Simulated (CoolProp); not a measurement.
Vapour-liquid equilibrium of propane (1) + dimethyl ether (2) at 0.0114 MPa; x and y are mole fractions of (1).

Model: multi-fluid Helmholtz-energy mixture model, Lemmon 2009 and Wu 2011; pair parameters Bell 2016, in CoolProp.

| x | bubble temperature, mixture model (K) | bubble temperature, Raoult's law (K) | y, mixture model | y, Raoult's law |
|---|---|---|---|---|
| 0.05 | 203.9 | 206.3 | 0.260 | 0.129 |
| 0.2 | 197.8 | 202.9 | 0.580 | 0.421 |
| 0.35 | 195.1 | 199.9 | 0.697 | 0.618 |
| 0.5 | ? | 197.4 | 0.763 | 0.755 |
| 0.65 | 192.6 | 195.3 | 0.816 | 0.854 |
| 0.8 | ? | 193.4 | 0.875 | 0.928 |
| 0.95 | ? | 191.7 | ? | 0.984 |

Problem. Some entries are withheld; supply them.

Solution. 
- 0.5, bubble temperature, mixture model (K): 193.6
- 0.8, bubble temperature, mixture model (K): 191.8
- 0.95, bubble temperature, mixture model (K): 191.3
- 0.95, y, mixture model: 0.960

The largest gap from Raoult's law is -5.1 K in bubble temperature, at x = 0.2. No azeotrope shows between x = 0.05 and 0.95.

The pair parameters rest on a limited set of measurements; away from them the model extrapolates.
